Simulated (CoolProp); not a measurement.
Saturation properties of methane (Tc = 190.6 K, pc = 45.99 bar, ω = 0.011).

The numbers come from the reference Helmholtz-energy equation of state, Setzmann 1991 in CoolProp.

| T (K) | p (bar) | liquid density (kg/m³) | enthalpy of vaporisation (kJ/kg) | liquid viscosity (µPa s) | vapour viscosity (µPa s) | liquid conductivity (mW/(m K)) |
|---|---|---|---|---|---|---|
| 109 | 0.8088 | 426.2 | 515.6 | 124 | 4.14 | 187 |
| 114.3 | 1.252 | 418.5 | 505.9 | 110 | 4.35 | 180 |
| 119.6 | 1.861 | 410.5 | 495.4 | 98.9 | 4.57 | 173 |
| 124.9 | 2.670 | 402.3 | 484.0 | 89.2 | 4.78 | 165 |
| 130.2 | 3.717 | 393.7 | 471.5 | 80.9 | 5.00 | 158 |
| 135.5 | 5.041 | 384.8 | 457.9 | 73.6 | 5.22 | 150 |
| 140.8 | 6.681 | 375.4 | 442.8 | 67.2 | 5.45 | 142 |
| 146.1 | 8.678 | 365.6 | 426.1 | 61.3 | 5.69 | 135 |
| 151.4 | 11.07 | 355.1 | 407.5 | 56.0 | 5.96 | 127 |
| 156.7 | 13.91 | 343.8 | 386.6 | 51.0 | 6.27 | 120 |
| 162 | 17.24 | 331.6 | 363.0 | 46.3 | 6.62 | 112 |
| 167.3 | 21.09 | 318.0 | 335.8 | 41.8 | 7.04 | 105 |
| 172.6 | 25.54 | 302.7 | 304.0 | 37.4 | 7.58 | 96.7 |
| 177.9 | 30.64 | 284.6 | 265.1 | 32.9 | 8.30 | 88.8 |

It boils at 111.7 K under 1 atm.

Viscosity comes from a separate model (Quiñones-Cisneros 2006). Thermal conductivity comes from a separate model (Friend 1989).
